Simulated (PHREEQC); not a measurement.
A solution holds 6.1 mmol/kgw H2SO4, 0.36 mmol/kgw ZnSO4 and 0.074 mmol/kgw MgCl2, at 25 °C. Closed to the air; pH follows from the charge balance.

All values are PHREEQC results (ion-association model, phreeqc.dat), not measurements.

This is a speciation only: nothing precipitates in the calculation.

Estimate the pH, specific conductance.

pH 2.05; specific conductance 3840 µS/cm.

In which forms is S present?

SO4-2 61 %, HSO4- 37 %, ZnSO4 1.5 % of the S.
